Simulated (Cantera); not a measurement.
What does this Cantera script print?

```python
import numpy as np
import cantera as ct

gas_names = """
    F FO FO2 F2 F2O H HF HOF HO2 H2 H2F2 H2O H2O2 H3F3 H4F4 H5F5 H6F6 H7F7 O OH O2 O3 Si SiF SiF2 SiF3
    SiF4 SiH SiHF3 SiH2 SiH2F2 SiH3 SiH3F SiH4 SiO SiO2 Si2 Si3
""".split()
cond_names = """
    H2O(s) H2O(L) Si(cr) Si(L) SiO2(Lqz) SiO2(hqz) SiO2(L)
""".split()


# ... load() reads the species with a 1 bar reference pressure and builds the phases ...
atoms = {
    'SiF4': {'Si': 1, 'F': 4},
    'O3': {'O': 3},
    'H2': {'H': 2},
}
top_T = {}  # K; cautious upper limits of use, not melting points


# ... equilibrate(T, P, feed) seeds the gas with the atoms and calls Mixture.equilibrate('TP', solver="vcs", rtol=1e-11, max_steps=5000) ...
results = []
feed = {'SiF4': 1, 'O3': 1.4, 'H2': 0.42}  # mol
P = 13332.2  # Pa
for T in [1323, 1398, 1473, 1548, 1623, 1698, 1773, 1848, 1923]:
    mix = equilibrate(T, P, feed)
    results.append((T, P, feed, dict(zip(mix.species_names, mix.species_moles))))
    x = sorted(zip(gas.X, gas.species_names), reverse=True)
    print(f"T = {T:g} K  P = {P:g} Pa  gas = {mix.phase_moles(0):.4g} mol")
    print("   x: " + "  ".join(f"{s} {v:.3e}" for v, s in x if v > 1e-05))
    print("   condensed (mol): " + ("  ".join(f"{mix.phase(i).name} {mix.phase_moles(i):.4g}"
          for i in range(1, mix.n_phases) if mix.phase_moles(i) > 1e-12) or "none"))
```

Output:

```
T = 1323 K  P = 13332.2 Pa  gas = 3.494 mol
   x: O2 5.409e-01  SiF4 2.334e-01  HF 2.111e-01  H2O 1.462e-02  OH 1.093e-05
   condensed (mol): SiO2(hqz) 0.1844
T = 1398 K  P = 13332.2 Pa  gas = 3.499 mol
   x: O2 5.401e-01  SiF4 2.317e-01  HF 2.164e-01  H2O 1.181e-02  OH 2.173e-05
   condensed (mol): SiO2(hqz) 0.1893
T = 1473 K  P = 13332.2 Pa  gas = 3.503 mol
   x: O2 5.395e-01  SiF4 2.304e-01  HF 2.204e-01  H2O 9.663e-03  OH 4.011e-05
   condensed (mol): SiO2(hqz) 0.193
T = 1548 K  P = 13332.2 Pa  gas = 3.506 mol
   x: O2 5.391e-01  SiF4 2.294e-01  HF 2.235e-01  H2O 8.012e-03  OH 6.954e-05  O 1.534e-05
   condensed (mol): SiO2(hqz) 0.1959
T = 1623 K  P = 13332.2 Pa  gas = 3.508 mol
   x: O2 5.387e-01  SiF4 2.286e-01  HF 2.259e-01  H2O 6.727e-03  OH 1.143e-04  O 3.823e-05
   condensed (mol): SiO2(hqz) 0.1981
T = 1698 K  P = 13332.2 Pa  gas = 3.51 mol
   x: O2 5.383e-01  SiF4 2.280e-01  HF 2.277e-01  H2O 5.714e-03  OH 1.796e-04  O 8.794e-05  F 1.350e-05
   condensed (mol): SiO2(L) 0.1998
T = 1773 K  P = 13332.2 Pa  gas = 3.512 mol
   x: O2 5.380e-01  HF 2.292e-01  SiF4 2.274e-01  H2O 4.853e-03  OH 2.695e-04  O 1.886e-04  F 2.985e-05  SiF3 1.639e-05
   condensed (mol): SiO2(L) 0.2013
T = 1848 K  P = 13332.2 Pa  gas = 3.514 mol
   x: O2 5.376e-01  HF 2.304e-01  SiF4 2.270e-01  H2O 4.162e-03  OH 3.907e-04  O 3.803e-04  F 6.198e-05  SiF3 4.204e-05
   condensed (mol): SiO2(L) 0.2024
T = 1923 K  P = 13332.2 Pa  gas = 3.515 mol
   x: O2 5.371e-01  HF 2.312e-01  SiF4 2.266e-01  H2O 3.601e-03  O 7.264e-04  OH 5.493e-04  F 1.217e-04  SiF3 1.000e-04
   condensed (mol): SiO2(L) 0.2032
```

Equilibrium computed with Cantera from the NASA thermochemical tables; the gas is ideal and each condensed phase is pure. The tables' values for SiF3 are old estimates; treat these amounts as uncertain. The tables hold silica as quartz up to 1696 K and as liquid above; real silica turns to tridymite and cristobalite and melts near 1996 K.
